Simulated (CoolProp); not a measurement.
Vapour-liquid equilibrium of R1234yf (1) + R152A (2) at 0.0164 bar; x and y are mole fractions of (1).

The numbers come from the multi-fluid Helmholtz-energy mixture model, Lemmon 2022 and Outcalt 1996; pair parameters Bell 2023 in CoolProp.

```tsv
x	bubble temperature (°C)	y at the bubble point	dew temperature at overall composition x (°C)	liquid density (mol/L)
0.05	-90.0	0.111	-89.6	16.92
0.125	-90.8	0.237	?	16.47
0.2	-91.5	0.334	-90.6	16.04
0.275	-92.0	0.414	?	15.62
0.35	-92.4	?	-91.6	15.23
0.425	-92.8	0.545	-92.1	?
0.5	-93.0	0.604	-92.5	?
0.575	-93.3	?	-92.9	14.17
0.65	-93.5	0.719	-93.3	13.86
0.725	-93.7	0.777	-93.6	13.55
0.8	-93.9	0.837	?	13.26
0.875	-94.1	0.898	-94.0	12.99
0.95	-94.3	0.959	-94.2	12.73
```

Q: Some entries are withheld; supply them.

A: 
- 0.125, dew temperature at overall composition x (°C): -90.1
- 0.275, dew temperature at overall composition x (°C): -91.1
- 0.35, y at the bubble point: 0.483
- 0.425, liquid density (mol/L): 14.86
- 0.5, liquid density (mol/L): 14.51
- 0.575, y at the bubble point: 0.662
- 0.8, dew temperature at overall composition x (°C): -93.8

No azeotrope shows between x = 0.05 and 0.95.

Pair parameters are fitted to limited data, so mixtures are less certain than the pure fluids.
